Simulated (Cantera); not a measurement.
Feed: 1 mol ZrO2, 27 mol H2, 0.32 mol H2O, equilibrated at 740 Pa.

Method: chemical equilibrium by Gibbs-energy minimisation in Cantera with the NASA 1993 tables (ideal gas, pure condensed phases). Candidate condensed phases: H2O, Zr, ZrO2; 12 gas species. The numbers say what is thermodynamically allowed, not how fast it happens.

x: gas mole fraction; n: condensed amount in mol.

```tsv
T (°C)	x H2	x H	x H2O	x OH	x O	x ZrO2	n ZrO2(monoclinic)	n ZrO2(tetragonal)
1075	0.988	2.67e-5	0.0117	5.10e-9	<1e-12	<1e-12	1.00	0
1175	0.988	0.000107	0.0117	3.00e-8	2.88e-12	<1e-12	1.00	0
1275	0.988	0.000356	0.0117	1.41e-7	4.31e-11	<1e-12	0	1.00
1375	0.987	[?]	0.0117	[?]	[?]	<1e-12	0	1.00
1475	0.986	0.00264	0.0117	1.83e-6	3.85e-9	5.33e-12	0	1.00
1575	0.982	0.00611	0.0117	5.34e-6	2.53e-8	9.65e-11	0	1.00
1675	0.975	0.0130	0.0116	1.40e-5	1.38e-7	1.29e-9	0	1.00
1775	0.963	[?]	0.0115	[?]	[?]	[?]	0	1.00
1875	0.942	0.0470	0.0114	7.30e-5	2.57e-6	1.10e-7	0	1.000
1975	0.907	0.0814	0.0111	0.000149	9.20e-6	7.54e-7	0	1.000
```

### Question
Fill in the missing entries.

### Answer

- 1375, x H: 0.00103
- 1375, x OH: 5.48e-7
- 1375, x O: 4.66e-10
- 1775, x H: 0.0255
- 1775, x OH: 3.33e-5
- 1775, x O: 6.38e-7
- 1775, x ZrO2: 1.33e-8
